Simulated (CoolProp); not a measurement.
Saturation properties of C3F8 (R218).

The numbers come from the reference Helmholtz-energy equation of state, Lemmon 2006 in CoolProp. It is a short technical equation, of lower accuracy than the large ones.

| T (K) | p (kPa) | surface tension (mN/m) | liquid viscosity (µPa s) | liquid conductivity (mW/(m K)) |
|---|---|---|---|---|
| 169.2 | 1.076 | 18.9 | 1840 | 78.4 |
| 184.3 | 4.238 | 17.0 | 1220 | 75.2 |
| 199.5 | 13.15 | 15.0 | 863 | 71.6 |
| 214.7 | 33.78 | 13.1 | 638 | 67.8 |
| 229.8 | 74.55 | 11.3 | 487 | 63.8 |
| 245 | 147.4 | 9.49 | 379 | 59.7 |
| 260.2 | 265.9 | 7.76 | 298 | 55.5 |
| 275.3 | 444.2 | 6.10 | 237 | 51.4 |
| 290.5 | 702.0 | 4.52 | 188 | 47.3 |
| 305.7 | 1058 | 3.03 | 148 | 43.3 |
| 320.8 | 1532 | 1.67 | 113 | 39.7 |
| 336 | 2164 | 0.500 | 78.1 | 36.9 |

It boils at 236.4 K under 1 atm.

Viscosity comes from a separate model (Huber 2003), an estimate that may be off by 10 % or more. Thermal conductivity comes from a separate model (Huber 2003), an estimate that may be off by 10 % or more. Surface tension comes from a separate correlation (Mulero 2012).
